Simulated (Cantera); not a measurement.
Input (Python, Cantera):

```python
import numpy as np
import cantera as ct

gas = ct.Solution("gri30.yaml")
gas.TPX = 1800, 13332, {'C2H6': 1, 'N2': 46}
inlet = ct.Reservoir(gas, clone=True)

reactor = ct.IdealGasConstPressureReactor(gas, energy="off", clone=False)
exhaust = ct.Reservoir(gas, clone=True)
tau = [2.1, 0.81, 0.32, 0.12, 0.048, 0.019, 0.0074, 0.0029, 0.0011, 0.00044][0]
for a, b in ((inlet, reactor), (reactor, exhaust)):
    ct.MassFlowController(a, b, mdot=lambda t: reactor.mass / tau)
net = ct.ReactorNet([reactor])
show = ['C2H6', 'CH4', 'C2H4', 'C2H', 'H']

rows = []
print(f"{'tau/s':>10s}{'T/K':>9s}" + "".join(f"{s:>11s}" for s in show))
for tau in [2.1, 0.81, 0.32, 0.12, 0.048, 0.019, 0.0074, 0.0029, 0.0011, 0.00044]:
    net.initial_time = 0.0
    net.advance(30 * tau)
    before = gas.X
    net.advance(40 * tau)
    drift = np.max(np.abs(gas.X - before) / (gas.X + 1e-9))
    rows.append([gas.T, *gas[show].X, drift])
    print(f"{tau:10.3e}{gas.T:9.1f}" + "".join(f"{x:11.3e}" for x in gas[show].X))
```

It prints:

```
     tau/s      T/K       C2H6        CH4       C2H4        C2H          H
 2.100e+00   1800.0  7.911e-07  6.283e-04  7.826e-06  1.141e-06  2.608e-04
 8.100e-01   1800.0  1.944e-06  8.565e-04  1.482e-05  1.298e-06  2.949e-04
 3.200e-01   1800.0  4.619e-06  1.130e-03  2.981e-05  1.494e-06  3.378e-04
 1.200e-01   1800.0  1.146e-05  1.502e-03  6.517e-05  1.738e-06  3.905e-04
 4.800e-02   1800.0  2.677e-05  1.960e-03  1.383e-04  1.988e-06  4.437e-04
 1.900e-02   1800.0  6.319e-05  2.557e-03  2.976e-04  2.255e-06  5.000e-04
 7.400e-03   1800.0  1.514e-04  3.292e-03  6.423e-04  2.533e-06  5.595e-04
 2.900e-03   1800.0  3.594e-04  4.054e-03  1.336e-03  2.785e-06  6.189e-04
 1.100e-03   1800.0  8.748e-04  4.607e-03  2.670e-03  2.918e-06  6.719e-04
 4.400e-04   1800.0  2.005e-03  4.482e-03  4.564e-03  2.721e-06  6.947e-04
```

Computed with Cantera and GRI-Mech 3.0 (53 species, 325 reactions). GRI-Mech 3.0 stops at C3 and has no aromatics, soot or wall deposition, so with more carbon than oxygen in the feed, carbon stays in small species such as C2H2 where larger ones or solid carbon would form.
